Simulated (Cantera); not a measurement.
**Equilibrium for carbothermic reduction: PbO + CO + N₂ + CH₄ + O₂**

Charge: 1 mol PbO, 0.91 mol CO, 10 mol N₂, 5.7 mol CH₄, 0.00013 mol O₂, at 160 Pa.

Cantera equilibrium calculation (NASA polynomials, part measured and part estimated; ideal gas, pure solids and liquids). Candidate condensed phases: C, C₆H₆, C₇H₈, C₈H₁₈, H₂O, Pb, PbO, PbO₂, Pb₃O₄; 139 gas species. Rates play no part.

```json
[
 {"T (K)": "1575", "x H₂": "0.468", "x N₂": "0.411", "x CO": "0.0786", "x H": "0.000711", "x Pb": "0.0411", "n C(graphite)": "4.68"},
 {"T (K)": "1625", "x H₂": "0.468", "x N₂": "0.411", "x CO": "0.0785", "x H": "0.00121", "x Pb": "0.0411", "n C(graphite)": "4.67"},
 {"T (K)": "1675", "x H₂": "0.467", "x N₂": "0.410", "x CO": "0.0785", "x H": "0.00198", "x Pb": "0.0411", "n C(graphite)": "4.66"},
 {"T (K)": "1725", "x H₂": "0.466", "x N₂": "0.410", "x CO": "0.0785", "x H": "0.00317", "x Pb": "0.0411", "n C(graphite)": "4.65"},
 {"T (K)": "1775", "x H₂": "0.464", "x N₂": "0.409", "x CO": "0.0784", "x H": "0.00493", "x Pb": "0.0410", "n C(graphite)": "4.64"},
 {"T (K)": "1825", "x H₂": "0.462", "x N₂": "0.408", "x CO": "0.0783", "x H": "0.00748", "x Pb": "0.0410", "n C(graphite)": "4.62"},
 {"T (K)": "1875", "x H₂": "0.459", "x N₂": "0.407", "x CO": "0.0781", "x H": "0.0111", "x Pb": "0.0409", "n C(graphite)": "4.60"},
 {"T (K)": "1925", "x H₂": "0.454", "x N₂": "0.406", "x CO": "0.0779", "x H": "0.0161", "x Pb": "0.0408", "n C(graphite)": "4.57"},
 {"T (K)": "1975", "x H₂": "0.449", "x N₂": "0.404", "x CO": "0.0777", "x H": "0.0229", "x Pb": "0.0407", "n C(graphite)": "4.54"},
 {"T (K)": "2025", "x H₂": "0.441", "x N₂": "0.401", "x CO": "0.0773", "x H": "0.0320", "x Pb": "0.0405", "n C(graphite)": "4.50"},
 {"T (K)": "2075", "x H₂": "0.432", "x N₂": "0.398", "x CO": "0.0769", "x H": "0.0438", "x Pb": "0.0402", "n C(graphite)": "4.46"}
]
```
x: gas mole fraction; n: condensed amount in mol.

From 1575 K to 2075 K the condensed part is C(graphite). The main Pb-bearing gas is Pb throughout.
